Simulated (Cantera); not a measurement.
Input: 1 mol Fe, 1.5 mol Cl2, 0.013 mol O2, held at 1227 °C and 0.590 bar.

These are equilibrium values from Cantera (NASA tables, ideal gas, pure condensed phases), not measurements of a reactor. Candidate condensed phases: Fe, FeCl2, FeCl3, FeO, Fe2O3, Fe3O4; 13 gas species. Rates play no part.

Base state: FeCl3 0.405, FeCl2 0.374, Cl2 0.174, Cl 0.0318, O2 0.0102, Fe2Cl4 0.00325, Fe2Cl6 0.000941, ClO 6.06e-5 (mole fractions); condensed: gas only.

What changes in the equilibrium state with this change: Fe replaced by B?


| species | before | after |
|---|---|---|
| BCl3 | 0 | 0.960 |
| Cl2 | 0.174 | 0.0202 |
| Cl | 0.0318 | 0.0108 |
| FeCl3 | 0.405 | 0 |
| FeCl2 | 0.374 | 0 |
| O2 | 0.0102 | <1e-9 |
| B3O3Cl3 | 0 | 0.00811 |
| Fe2Cl4 | 0.00325 | 0 |
| BOCl | 0 | 0.00129 |
| Fe2Cl6 | 0.000941 | 0 |
The tables' values for BOCl are old estimates; treat these amounts as uncertain. Further candidate phases: B, B2O3.
